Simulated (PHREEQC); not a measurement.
**Alkaline etch or developer with alkaline etch or developer**

Solution A (0.00099 mol/kgw TMAH and 0.0021 mol/kgw Na2SiO3) is mixed with solution B (0.0037 mol KOH, 0.00098 mol CO2 and 3.9e-05 mol K3PO4 per kg of water) at 55 °C; shares are by mass of water, 1 kg in all. Oxygen is held at 0.21 atm. The system is closed to CO2. The run lets Chalcedony, Nahcolite, Natron precipitate or redissolve, and no other solid.

The numbers come from PHREEQC with the ion-association model, wateq4f.dat.

Question: Predict HCO3- (mol/kgw), H4SiO4 (mol/kgw) at share of solution B = 0, 0.4, 0.7.

Answer: 
| share of solution B | HCO3- (mol/kgw) | H4SiO4 (mol/kgw) |
|---|---|---|
| 0 | 0 | 0.000123 |
| 0.4 | 8.64e-5 | 8.56e-5 |
| 0.7 | 0.000175 | 4.84e-5 |

Species that the database lacks are ignored. (CH3)4N+ isn't in the database: it is added as a free cation with an ion size of 4 Å. H3PO4, which wateq4f.dat lacks, is added to it with the constant of phreeqc.dat. Away from 25 °C the constants follow the database's enthalpies or fits; those with neither stay at their 25 °C values.
